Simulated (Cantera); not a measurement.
Input: 1 mol Cu2O, 3.3 mol H2, equilibrated at 1402 °C and 0.00140 bar.

Equilibrium computed with Cantera from the NASA thermochemical tables; the gas is ideal and each condensed phase is pure. Candidate condensed phases: Cu, CuO, Cu(OH)2, Cu2O, H2O; 12 gas species. Rates play no part.

Base state: H2 0.638, H2O 0.278, Cu 0.0815, H 0.00248, Cu2 8.71e-5, OH 5.22e-5 (mole fractions); condensed: Cu(l).

### Question
What changes in the equilibrium state with this change: temperature from 1402 °C to 1677 °C?

### Answer
| species | before | after |
|---|---|---|
| H2 | 0.638 | 0.420 |
| Cu | 0.0815 | 0.373 |
| H2O | 0.278 | 0.186 |
| H | 0.00248 | 0.0199 |
| O | 1.64e-7 | 2.79e-5 |
| OH | 5.22e-5 | 0.000798 |
| Cu(l), mol | 1.71 | 0 |
